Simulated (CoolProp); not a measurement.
Vapour-liquid equilibrium of benzene (1) + n-nonane (2) at 107.75 °C; x and y are mole fractions of (1).

Values from CoolProp's multi-fluid Helmholtz-energy mixture model, Thol 2012 and Lemmon 2006; pair parameters Bell 2016.

Q: Give the bubble pressure and the first vapour's composition at x = 0.2, 0.35, 0.65. Is there an azeotrope?

A: x = 0.2: 0.8248 bar, y = 0.716; x = 0.35: 1.131 bar, y = 0.821; x = 0.65: 1.626 bar, y = 0.919. No azeotrope shows between x = 0.05 and 0.95.

The pair parameters rest on a limited set of measurements; away from them the model extrapolates.
